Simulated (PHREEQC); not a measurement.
Acid mine or pickling water (model solution)

Synthetic water in mg/kgw, 78 °C, pH 3.73:

```tsv
constituent	mg/kgw
Na	1510
K	76.5
Ca	228
Mg	260
Cl	1270
S(6) as SO4	3000
Br	24.4
Li	0.155
```

Valence states are taken as typed.

Computed with PHREEQC (Pitzer model, pitzer.dat).

Each row changes one thing in this solution. No solid was allowed to form.

```
case                                              HSO4- (mol/kgw)  SI of Gypsum (CaSO4:2H2O)  SI of Hexahydrite (MgSO4:6H2O)
------------------------------------------------  ---------------  -------------------------  ------------------------------
as made                                                  0.000786                      -0.36                           -3.10
temperature from 78 to 5 °C at the same typed pH         0.000111                      -0.32                           -3.09
Li from 0.155 to 0.0775 mg/kgw                           0.000786                      -0.36                           -3.10
```

Constants without temperature data keep their 25 °C values here.
